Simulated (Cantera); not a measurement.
A perfectly stirred reactor is fed with NH3 : N2 = 1 : 5.5 (molar parts), at 0.0543 atm; it is held at 2375 K, and followed from long to short residence time.

Detailed kinetics in Cantera: the gas-phase N/H chemistry of the illustrative SiF4/NH3 mechanism in the Surface Chemkin manual (1991). Walls and surfaces, which speed up NH3 decomposition in real reactors, are not modelled.

Task: What does this change do: pressure from 0.0543 atm to 1.18 atm?

Result: 
```
quantity                  before     after
----------------------  --------  --------
x(NH3) at τ = 2.10 s    0.000480   8.26e-5
x(NH2) at τ = 2.10 s     3.90e-5   7.53e-6
x(N) at τ = 2.10 s       1.93e-5   4.71e-6
x(N2H4) at τ = 2.10 s   3.05e-12  2.47e-12
x(N2H2) at τ = 2.10 s    1.41e-8  5.88e-10
x(NH3) at τ = 38.0 ms     0.0523   0.00371
x(NH2) at τ = 38.0 ms   0.000847  0.000125
x(N) at τ = 38.0 ms      1.15e-5   1.02e-5
x(N2H4) at τ = 38.0 ms   1.44e-9  6.81e-10
x(N2H2) at τ = 38.0 ms   1.32e-6   6.40e-8
```

Task: What does this change do: temperature 2375 to 1850 K?

Result: 
| quantity | before | after |
|---|---|---|
| x(NH3) at τ = 2.10 s | 0.000480 | 0.0737 |
| x(NH2) at τ = 2.10 s | 3.90e-5 | 0.000146 |
| x(N) at τ = 2.10 s | 1.93e-5 | 4.38e-7 |
| x(N2H4) at τ = 2.10 s | 3.05e-12 | 2.04e-9 |
| x(N2H2) at τ = 2.10 s | 1.41e-8 | 3.33e-7 |
| x(NH3) at τ = 38.0 ms | 0.0523 | 0.151 |
| x(NH2) at τ = 38.0 ms | 0.000847 | 0.000299 |
| x(N) at τ = 38.0 ms | 1.15e-5 | 3.49e-8 |
| x(N2H4) at τ = 38.0 ms | 1.44e-9 | 8.53e-9 |
| x(N2H2) at τ = 38.0 ms | 1.32e-6 | 7.35e-7 |
